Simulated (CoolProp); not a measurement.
Values from CoolProp's reference Helmholtz-energy equation of state, Lemmon 2013.

Task: For propylene, give the phase and the density (kg/m³), fugacity coefficient at 273.7 K and 0.769 MPa.

Result: 
- 273.7 K and 0.769 MPa: liquid; density 546, fugacity coefficient 0.692
